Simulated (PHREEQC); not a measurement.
# Brine (model solution)

Make-up at 20 °C: 3.9 mol/kgw KOH, 1.1 mol/kgw KCl and 0.00086 mol/kgw H4SiO4. Closed to the air; pH follows from the charge balance.

Model: Pitzer model, pitzer.dat, run in PHREEQC.

Precipitation was switched off in this run.

Question: What pH does the model give?

Answer: pH 15.25.

Complexes and solids missing from the database can't appear. In brines, pH and single-ion activities rest on the MacInnes convention.
